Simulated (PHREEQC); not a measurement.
A solution holds 0.0057 mol MgCl2 per kg of water, at 84 °C. Closed to the air; pH follows from the charge balance.

Model: ion-association model, phreeqc.dat, run in PHREEQC.

Each row changes one thing in this solution. Precipitation was switched off in this run.

```json
[
 {"case": "as made", "pH": "5.94", "ionic strength (mol/kgw)": "0.0171"},
 {"case": "MgCl2 from 0.0057 to 0.057 mol/kgw", "pH": "5.61", "ionic strength (mol/kgw)": "0.171"},
 {"case": "MgCl2 replaced by AlCl3 at the same molality", "pH": "?", "ionic strength (mol/kgw)": "?"},
 {"case": "MgCl2 from 0.0057 to 0.00855 mol/kgw", "pH": "5.88", "ionic strength (mol/kgw)": "?"},
 {"case": "MgCl2 replaced by FeCl2 at the same molality", "pH": "5.19", "ionic strength (mol/kgw)": "0.0170"},
 {"case": "MgCl2 from 0.0057 to 0.00057 mol/kgw", "pH": "6.17", "ionic strength (mol/kgw)": "0.00171"},
 {"case": "diluted 100-fold with water", "pH": "6.25", "ionic strength (mol/kgw)": "0.000171"}
]
```

**Question.** Some entries are withheld; supply them.

**Answer.** 
- MgCl2 replaced by AlCl3 at the same molality, pH: 3.03
- MgCl2 replaced by AlCl3 at the same molality, ionic strength (mol/kgw): 0.0322
- MgCl2 from 0.0057 to 0.00855 mol/kgw, ionic strength (mol/kgw): 0.0256

Some of these states are supersaturated (in Gibbsite (slow to form), for instance). Away from 25 °C the constants follow the database's enthalpies or fits; those with neither stay at their 25 °C values.
